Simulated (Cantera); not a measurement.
A Cantera script and what it prints.

```python
import numpy as np
import cantera as ct

gas_names = """
    TiO O2 NO N
""".split()
cond_names = """
    Ti4O7(s) Ti4O7(L) TiO2(ru) TiO2(L) C(gr) TiC(s) TiC(L) Ti(a) Ti(b) Ti(L)
""".split()


# ... load() reads the species with a 1 bar reference pressure and builds the phases ...
species = {s.name: s for s in load("nasa_gas.yaml", gas_names) + load("nasa_condensed.yaml", cond_names)}
# Each term lists the table entries of one substance; the one whose range holds T is used.
reactions = {
    '2 Ti4O7 = 8 TiO(g) + 3 O2(g)':
        [(-2, ['Ti4O7(s)', 'Ti4O7(L)']), (8, ['TiO']), (3, ['O2'])],
    'TiO2 + C = TiC + O2(g)':
        [(-1, ['TiO2(ru)', 'TiO2(L)']), (-1, ['C(gr)']), (1, ['TiC(s)', 'TiC(L)']), (1, ['O2'])],
    'Ti + NO(g) = TiO(g) + N(g)':
        [(-1, ['Ti(a)', 'Ti(b)', 'Ti(L)']), (-1, ['NO']), (1, ['TiO']), (1, ['N'])],
}


def pick(names, T):
    return next(species[n] for n in names if species[n].thermo.min_temp <= T <= species[n].thermo.max_temp)


results = []
for label, terms in reactions.items():
    print(label)
    print("     T/K   dH/kJ  dS/(J/K)   dG/kJ   log10 K")
    for T in [2325, 2375, 2425, 2475, 2525, 2575, 2625, 2675]:
        used = [(nu, pick(names, T)) for nu, names in terms]
        dH = sum(nu * s.thermo.h(T) for nu, s in used) / 1e6
        dS = sum(nu * s.thermo.s(T) for nu, s in used) / 1e3
        dG = dH - T * dS / 1e3
        logK = -dG * 1e6 / (ct.gas_constant * T * np.log(10))
        results.append((label, T, dH, dS, dG, logK, [s.name for _, s in used]))
        print(f"{T:8g} {dH:8.1f} {dS:8.1f} {dG:8.1f} {logK:8.2f}")
```

Result:

```
2 Ti4O7 = 8 TiO(g) + 3 O2(g)
     T/K   dH/kJ  dS/(J/K)   dG/kJ   log10 K
    2325   6380.1   1495.9   2902.2   -65.20
    2375   6364.7   1489.3   2827.5   -62.19
    2425   6349.4   1482.9   2753.2   -59.30
    2475   6334.1   1476.7   2679.3   -56.54
    2525   6318.9   1470.6   2605.6   -53.90
    2575   6303.7   1464.7   2532.2   -51.37
    2625   6288.5   1458.8   2459.1   -48.93
    2675   6273.5   1453.1   2386.3   -46.60
TiO2 + C = TiC + O2(g)
     T/K   dH/kJ  dS/(J/K)   dG/kJ   log10 K
    2325    673.2    125.0    382.6    -8.60
    2375    672.0    124.5    376.4    -8.28
    2425    670.8    124.0    370.2    -7.97
    2475    669.6    123.5    364.0    -7.68
    2525    668.5    123.0    357.8    -7.40
    2575    667.3    122.6    351.7    -7.13
    2625    666.2    122.2    345.5    -6.88
    2675    665.2    121.8    339.5    -6.63
Ti + NO(g) = TiO(g) + N(g)
     T/K   dH/kJ  dS/(J/K)   dG/kJ   log10 K
    2325    395.2    119.3    117.8    -2.65
    2375    394.0    118.8    111.9    -2.46
    2425    392.8    118.3    105.9    -2.28
    2475    391.6    117.8    100.0    -2.11
    2525    390.4    117.3     94.2    -1.95
    2575    389.2    116.9     88.3    -1.79
    2625    388.0    116.4     82.5    -1.64
    2675    386.9    116.0     76.7    -1.50
```

Source: NASA polynomial tables (part measured, part estimated), evaluated in Cantera. TiC: taken at fixed stoichiometry. Condensed species are held in their standard states even where they would react or evaporate.
